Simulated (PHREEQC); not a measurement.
# Polishing slurry liquid (model solution)

Solution (25 °C): 1.3 mmol/kgw KOH and 0.16 mmol/kgw H4SiO4. Closed to the air; pH follows from the charge balance.

Equilibrium calculation in PHREEQC: Pitzer model, pitzer.dat.

This is a speciation only: nothing precipitates in the calculation.

Problem. Predict the pH.

Solution. pH 11.04.

Problem. In which forms is Si present?

Solution. H3SiO4- 94 %, H4SiO4 5.6 %, H2SiO4-2 0.8 % of the Si.
